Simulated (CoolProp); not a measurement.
The numbers come from the reference Helmholtz-energy equation of state, Thol 2014 in CoolProp.

Question: For chloromethane (R40), give the phase and the density (kg/m³), Joule-Thomson coefficient (K/MPa), isothermal compressibility (1/MPa), expansivity (1/kK) at -31.75 °C and 2.19 bar; -31.75 °C and 4.99 bar; -31.75 °C and 58.8 bar.

Answer: 
- -31.75 °C and 2.19 bar: liquid; density 1020, Joule-Thomson coefficient -0.370, isothermal compressibility 0.00129, expansivity 1.67
- -31.75 °C and 4.99 bar: liquid; density 1020, Joule-Thomson coefficient -0.370, isothermal compressibility 0.00129, expansivity 1.67
- -31.75 °C and 58.8 bar: liquid; density 1020, Joule-Thomson coefficient -0.380, isothermal compressibility 0.00120, expansivity 1.60
